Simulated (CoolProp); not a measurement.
20 sccm (0 °C, 1 atm) of nitrogen bubbles through liquid ethanol at 292.4 K and leaves saturated at a total pressure of 0.125 MPa (ideal gas phase). Each further row changes one setting.

Computed with CoolProp (reference Helmholtz-energy equation of state, Schroeder 2014).

| case | vapour pressure (kPa) | mole fraction of vapour | delivery (mg/min) | delivery (sccm) | change of delivery for a bath 1 K warmer (%) |
|---|---|---|---|---|---|
| as stated | 5.62 | 0.0449 | 1.93 | 0.941 | 6.5 |
| bath temperature 297.4 K | 7.55 | 0.0604 | 2.64 | 1.29 | 6.4 |
| total pressure 0.25 MPa | 5.62 | 0.0225 | 0.945 | 0.460 | 6.3 |
